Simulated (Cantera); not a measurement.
Charge: 1 mol CaF2, 0.56 mol H2O, 5.7 mol H2, equilibrated at 56000 Pa.

Cantera equilibrium calculation (NASA polynomials, part measured and part estimated; ideal gas, pure solids and liquids). Candidate condensed phases: Ca, CaF2, CaO, Ca(OH)2, H2O; 29 gas species. Mutual solubility and eutectic melting of coexisting phases are not modelled. The numbers say what is thermodynamically allowed, not how fast it happens. All values below are at 825 °C.

Base state: H2 0.910, H2O 0.0894, HF 0.000109 (mole fractions); condensed: CaF2(s) + CaO(s).

Question: What changes in the equilibrium state with this change: pressure from 56000 Pa to 16.0 Pa?

Answer: 
```
species         before    after
------------  --------  -------
H2               0.910    0.908
H2O             0.0894   0.0860
HF            0.000109  0.00633
CaF2(s), mol     1.000    0.980
CaO(s), mol   0.000341   0.0199
```
